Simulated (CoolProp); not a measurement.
R142b along the isotherm 232.7 K: Z from the reference equation and from simpler models built on Tc = 410.3 K, pc = 40.55 bar, ω = 0.232; each cubic takes its own stable root.

Model: reference Helmholtz-energy equation of state, Lemmon 2006, in CoolProp. It is a short technical equation, of lower accuracy than the large ones.

```csv
p (bar),phase,reference
1.28,liquid,0.005270
2.63,liquid,0.01083
5.41,liquid,0.02226
11.1,liquid,0.04564
22.8,liquid,0.09360
46.8,liquid,0.1915
96.2,liquid,0.3913
197,liquid,0.7924
405,liquid,1.597
```

Question: How far does each simpler model (van der Waals, Redlich-Kwong, Soave-Redlich-Kwong, Peng-Robinson) lie from the reference over these 9 states: mean and median of the absolute difference, and the worst?

Answer: 
- van der Waals: mean 2079.4 %, median 66.5 %, worst +18197.9 % at 232.7 K and 1.28 bar
- Redlich-Kwong: mean 12.8 %, median 13.2 %, worst +13.5 % at 232.7 K and 1.28 bar
- Soave-Redlich-Kwong: mean 10.5 %, median 10.7 %, worst +10.8 % at 232.7 K and 1.28 bar
- Peng-Robinson: mean 1.8 %, median 1.8 %, worst -1.9 % at 232.7 K and 197 bar

At some of these states van der Waals gives the other phase, because its saturation line lies elsewhere.
